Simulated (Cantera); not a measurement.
Input (Python, Cantera) and output of one run.

```python
import numpy as np
import cantera as ct

gas_names = """
    H HNO HNO2 HNO3 HO2 H2 H2O H2O2 H2S H2SO4 N NH NH2 NH3 NH2OH NO NO2 NO3 N2 N2H2 N2H4 N2O O OH O2 O3
    S SH SN SO SO2 SO3 S2 S2O S8
""".split()
cond_names = """
    H2O(s) H2O(L) H2SO4(L) S(cr1) S(cr2) S(L)
""".split()


# ... load() reads the species with a 1 bar reference pressure and builds the phases ...
atoms = {
    'H2O': {'H': 2, 'O': 1},
    'SO2': {'S': 1, 'O': 2},
    'N2': {'N': 2},
    'O2': {'O': 2},
}
top_T = {}  # K; cautious upper limits of use, not melting points


# ... equilibrate(T, P, feed) seeds the gas with the atoms and calls Mixture.equilibrate('TP', solver="vcs", rtol=1e-11, max_steps=5000) ...
results = []
T = 2673.15  # K
P = 110000  # Pa
for m in [0.067, 0.12, 0.23, 0.44, 0.83, 1.5, 2.9]:
    feed = {'H2O': 1, 'SO2': 0.62, 'N2': 3.3, 'O2': m}  # mol
    mix = equilibrate(T, P, feed)
    results.append((T, P, feed, dict(zip(mix.species_names, mix.species_moles))))

top = {s: max(r[3][s] / sum(r[3][g] for g in gas_names) for r in results) for s in gas_names}
cols = sorted((s for s in top if top[s] > 0.001), key=lambda s: -top[s])[:8]
seen = [c for c in cond_names if any(r[3].get(c, 0) > 1e-12 for r in results)]
print("log10 of partial pressures in bar; condensed amounts in mol")
print(f"{'n(O2)':>10s}" + "".join(f"{s[:9]:>10s}" for s in cols + seen))
for T, P, feed, n in results:
    ng = sum(n[g] for g in gas_names)
    print(f"{feed['O2']:10.4g}" + "".join(f"{np.log10(max(n[s] / ng * P / 1e5, 1e-99)):10.3f}" for s in cols)
          + "".join(f"{n.get(c, 0):10.4g}" for c in seen))
```

It prints:

```
log10 of partial pressures in bar; condensed amounts in mol
     n(O2)        N2        O2       H2O       SO2        NO        OH         O        H2
     0.067    -0.151    -1.701    -0.731    -0.918    -2.050    -1.742    -2.342    -1.766
      0.12    -0.156    -1.564    -0.731    -0.916    -1.984    -1.707    -2.274    -1.834
      0.23    -0.165    -1.356    -0.735    -0.916    -1.885    -1.657    -2.170    -1.942
      0.44    -0.183    -1.109    -0.749    -0.926    -1.771    -1.603    -2.047    -2.080
      0.83    -0.216    -0.860    -0.780    -0.951    -1.662    -1.556    -1.922    -2.235
       1.5    -0.266    -0.642    -0.831    -0.995    -1.579    -1.527    -1.813    -2.395
       2.9    -0.357    -0.431    -0.925    -1.078    -1.518    -1.521    -1.708    -2.594
```

Cantera equilibrium calculation (NASA polynomials, part measured and part estimated; ideal gas, pure solids and liquids).
